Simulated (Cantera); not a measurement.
A closed system holds: 1 mol PbO, 0.077 mol CO, 5 mol N2, held at 1600 K and 1 atm.

Equilibrium computed with Cantera from the NASA thermochemical tables; the gas is ideal and each condensed phase is pure. Candidate condensed phases: C, Pb, PbO, PbO2, Pb3O4; 27 gas species. Gases not in the tables: (PbO)n polymers. Equilibrium is a limit: real reactors are often held back by kinetics, nucleation or transport.

Base state: N2 0.941, PbO 0.0285, Pb 0.0152, CO2 0.0145, O2 0.000304, NO 8.05e-5, CO 1.64e-5 (mole fractions); condensed: PbO(l).

Task: What changes in the equilibrium state with this change: temperature from 1600 K to 1125 K?

Result: 
```csv
species,before,after
N2,0.941,0.985
CO2,0.0145,0.0152
Pb,0.0152,0.000187
PbO,0.0285,1.19e-5
O2,0.000304,<1e-9
NO,8.05e-5,2.78e-9
CO,1.64e-5,3.72e-6
"PbO(l), mol",0.768,0
"Pb(l), mol",0,0.0760
"PbO(yellow), mol",0,0.923
```
Mutual solubility and eutectic melting of coexisting phases are not modelled.

Task: What changes in the equilibrium state with this change: temperature from 1600 K to 1123.15 K?

Result: 
| species | before | after |
|---|---|---|
| N2 | 0.941 | 0.985 |
| CO2 | 0.0145 | 0.0152 |
| Pb | 0.0152 | 0.000181 |
| PbO | 0.0285 | 1.13e-5 |
| O2 | 0.000304 | <1e-9 |
| NO | 8.05e-5 | 2.63e-9 |
| CO | 1.64e-5 | 3.68e-6 |
| PbO(l), mol | 0.768 | 0 |
| Pb(l), mol | 0 | 0.0761 |
| PbO(yellow), mol | 0 | 0.923 |
Mutual solubility and eutectic melting of coexisting phases are not modelled.

Task: What changes in the equilibrium state with this change: temperature from 1600 K to 1648 K?

Result: 
| species | before | after |
|---|---|---|
| N2 | 0.941 | 0.920 |
| PbO | 0.0285 | 0.0477 |
| Pb | 0.0152 | 0.0168 |
| CO2 | 0.0145 | 0.0142 |
| O2 | 0.000304 | 0.00121 |
| NO | 8.05e-5 | 0.000194 |
| PbO(l), mol | 0.768 | 0.650 |
